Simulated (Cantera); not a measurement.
A closed system holds: 1 mol Si, a varied amount of HBr, 0.1 mol H2, held at 425 °C and 2300 Pa.

Method: chemical equilibrium by Gibbs-energy minimisation in Cantera with the NASA 1993 tables (ideal gas, pure condensed phases). Candidate condensed phases: Br2, Si; 19 gas species. The tables' values for SiBr3 are old estimates; treat these amounts as uncertain. The numbers say what is thermodynamically allowed, not how fast it happens.

x: gas mole fraction; n: condensed amount in mol.

| n(HBr) (mol) | x HBr | x H2 | x SiBr4 | x SiHBr3 | x SiH2Br2 | n Si(s) |
|---|---|---|---|---|---|---|
| 1.7 | 0.00218 | 0.686 | 0.302 | 0.00998 | 0.000153 | 0.572 |
| 2.4 | 0.00218 | 0.679 | 0.308 | 0.0101 | 0.000153 | 0.396 |
| 3.2 | 0.00218 | 0.675 | 0.312 | 0.0102 | 0.000153 | 0.195 |
| 4.4 | … | … | … | … | … | 0 |
| 5.9 | 0.380 | 0.420 | 0.200 | 2.32e-5 | 1.25e-9 | 0 |
| 8 | … | … | … | … | … | 0 |
| 11 | 0.693 | 0.208 | 0.0990 | 3.12e-6 | 4.55e-11 | 0 |
| 15 | 0.780 | 0.149 | 0.0709 | 1.42e-6 | 1.32e-11 | 0 |

Problem. What belongs in the gaps?

Solution. 
- 8, x HBr: 0.563
- 8, x H2: 0.296
- 8, x SiBr4: 0.141
- 8, x SiHBr3: 7.76e-6
- 8, x SiH2Br2: 1.98e-10
- 4.4, x HBr: 0.114
- 4.4, x H2: 0.600
- 4.4, x SiBr4: 0.286
- 4.4, x SiHBr3: 0.000157
- 4.4, x SiH2Br2: 4.01e-8
